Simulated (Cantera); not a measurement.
Input: 1 mol SiF4, a varied amount of N2O, 2.8 mol O3, at 1302 °C and 10.0 Torr.

Method: chemical equilibrium by Gibbs-energy minimisation in Cantera with the NASA 1993 tables (ideal gas, pure condensed phases). Candidate condensed phases: Si, SiO2, Si2N2O, Si3N4; 28 gas species. The numbers say what is thermodynamically allowed, not how fast it happens.

Task: At 0.27 mol N2O, list the 5 most abundant gas species with their mole fractions, and the condensed phases.

Result: O2 0.773, SiF4 0.178, N2 0.0478, NO 0.000820, O 8.15e-5. Condensed: gas only.
